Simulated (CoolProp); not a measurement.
Computed with CoolProp (reference Helmholtz-energy equation of state, Thol 2015).

**Question.** For 1,2-dichloroethane, give the phase and the cp (kJ/(kg K)), cv (kJ/(kg K)), Joule-Thomson coefficient (K/MPa) at 500 K and 1310 kPa; 500 K and 6530 kPa; 500 K and 10500 kPa.

**Answer.** 
- 500 K and 1310 kPa: gas; cp 1.15, cv 0.985, Joule-Thomson coefficient 15.6
- 500 K and 6530 kPa: liquid; cp 1.62, cv 1.05, Joule-Thomson coefficient 0.239
- 500 K and 10500 kPa: liquid; cp 1.57, cv 1.04, Joule-Thomson coefficient 0.104
